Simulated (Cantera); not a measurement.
Predominance diagram of Mg at 900 K against the partial pressures of O2 and F2 (log10, bar). Source: NASA polynomial tables (part measured, part estimated), evaluated in Cantera. Candidates: Mg(s), MgF2(s), MgO(s). Only these pure phases compete in this equilibrium. Not in the tables: oxide halides.

```
log p(F2) \ log p(O2)
        columns: -22, -20.7, -19.4, -18.1, -16.8, -15.5, -14.2, -12.9, -11.6, -10.4, -9.1, -7.8, -6.5, -5.2, -3.9, -2.6, -1.3, 0
      0  A A A A A A A A A A A A A A A A A A
   -3.8  A A A A A A A A A A A A A A A A A A
   -7.6  A A A A A A A A A A A A A A A A A A
  -11.5  A A A A A A A A A A A A A A A A A A
  -15.3  A A A A A A A A A A A A A A A A A A
  -19.1  A A A A A A A A A A A A A A A A A A
  -22.9  A A A A A A A A A A A A A A A A A A
  -26.7  A A A A A A A A A A A A A A A A A A
  -30.5  A A A A A A A A A A A A B B B B B B
  -34.4  A A A A A A B B B B B B B B B B B B
  -38.2  B B B B B B B B B B B B B B B B B B
    -42  B B B B B B B B B B B B B B B B B B
```

A: MgF2(s); B: MgO(s).
